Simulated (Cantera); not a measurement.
A perfectly stirred reactor is fed with H2 : O2 : N2 = 0.11 : 1 : 0.012 (molar parts), equivalence ratio 0.055, at 10.00 Torr; it is held at 1250 K, and followed from long to short residence time.

Computed with Cantera and GRI-Mech 3.0 (53 species, 325 reactions). Radical loss at walls, strong at low pressure, is not modelled. The temperature is held fixed by assumption; the heat of reaction is taken as removed at once.

### Question
Predict: x(H2) at τ = 7.00 s; x(O2) at τ = 7.00 s; x(HO2) at τ = 7.00 s; x(H) at τ = 7.00 s; x(H2O) at τ = 7.00 s; x(H2) at τ = 0.230 s; x(O2) at τ = 0.230 s; x(HO2) at τ = 0.230 s; x(H) at τ = 0.230 s; x(H2O) at τ = 0.230 s.

### Answer
```
Quantity                 Result
---------------------  --------
x(H2) at τ = 7.00 s     9.49e-5
x(O2) at τ = 7.00 s       0.884
x(HO2) at τ = 7.00 s    1.10e-6
x(H) at τ = 7.00 s      6.20e-5
x(H2O) at τ = 7.00 s      0.102
x(H2) at τ = 0.230 s   0.000791
x(O2) at τ = 0.230 s      0.875
x(HO2) at τ = 0.230 s   3.45e-6
x(H) at τ = 0.230 s     0.00169
x(H2O) at τ = 0.230 s    0.0991
```
